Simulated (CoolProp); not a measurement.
Vapour-liquid equilibrium of dimethyl carbonate (1) + n-nonane (2) at 390.5 K; x and y are mole fractions of (1).

The numbers come from the multi-fluid Helmholtz-energy mixture model, Zhou 2011 and Lemmon 2006; pair parameters Bell 2016 in CoolProp.

Task: Give the bubble pressure and the first vapour's composition at x = 0.55, 0.65, 0.95. Is there an azeotrope?

Result: x = 0.55: 0.1915 MPa, y = 0.867; x = 0.65: 0.1996 MPa, y = 0.883; x = 0.95: 0.2218 MPa, y = 0.967. No azeotrope shows between x = 0.05 and 0.95.

Pair parameters are fitted to limited data, so mixtures are less certain than the pure fluids. With so large a gap from Raoult's law the liquid may split in two, which this calculation doesn't test in full.
